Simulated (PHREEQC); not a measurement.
Consider water at 16 °C with 1.7 mmol/kgw HF and 32 mmol/kgw H2SiF6. Closed to the air; pH follows from the charge balance.

Model: ion-association model, phreeqc.dat, run in PHREEQC.

The ionic strength comes out as 0.0939 mol/kgw. What activity coefficients do H+, SiF6-2, HF2-, F- get?

H+ 0.83, SiF6-2 0.39, HF2- 0.79, F- 0.77.

This is a speciation only: nothing precipitates in the calculation. Examples of supersaturated solids here: Quartz (slow to form), Chalcedony (slow to form). Others may be too. Species that the database lacks are ignored. SiF6-2 is the database's only silicon fluoride.
